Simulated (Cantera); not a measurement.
# Stirred combustor or abatement burner

A perfectly stirred reactor is fed with CH₄ : O₂ : N₂ = 1 : 1.43 : 14.1 (molar parts), equivalence ratio 1.4, at 1.88 atm; it is adiabatic with a 700 K inlet, and is followed from long to short residence time, starting on the burning branch (τ in s: 0.027, 0.011, 0.0048, 0.002, 0.00083, 0.00035, 0.00015, 6.1e-05, 2.6e-05, 1.1e-05, 4.5e-06).

Computed with Cantera and GRI-Mech 3.0 (53 species, 325 reactions).

| τ (s) | T (K) | x CH₄ | x O₂ | x HCN | x NO | x O |
|---|---|---|---|---|---|---|
| 0.027 | 1500 | 0.00529 | 0.00594 | 4.48e-7 | 9.07e-8 | 1.30e-6 |
| 0.011 | 700 | 0.0605 | 0.0865 | <1e-12 | <1e-12 | <1e-12 |
| 0.0048 | 700 | 0.0605 | 0.0865 | <1e-12 | <1e-12 | <1e-12 |
| 0.0020 | 700 | 0.0605 | 0.0865 | <1e-12 | <1e-12 | <1e-12 |
| 0.00083 | 700 | 0.0605 | 0.0865 | <1e-12 | <1e-12 | <1e-12 |
| 0.00035 | 700 | 0.0605 | 0.0865 | <1e-12 | <1e-12 | <1e-12 |
| 0.00015 | 700 | 0.0605 | 0.0865 | <1e-12 | <1e-12 | <1e-12 |
| 6.1e-5 | 700 | 0.0605 | 0.0865 | <1e-12 | <1e-12 | <1e-12 |
| 2.6e-5 | 700 | 0.0605 | 0.0865 | <1e-12 | <1e-12 | <1e-12 |
| 1.1e-5 | 700 | 0.0605 | 0.0865 | <1e-12 | <1e-12 | <1e-12 |
| 4.5e-6 | 700 | 0.0605 | 0.0865 | <1e-12 | <1e-12 | <1e-12 |
x: mole fraction; the columns are a selection and need not sum to one.
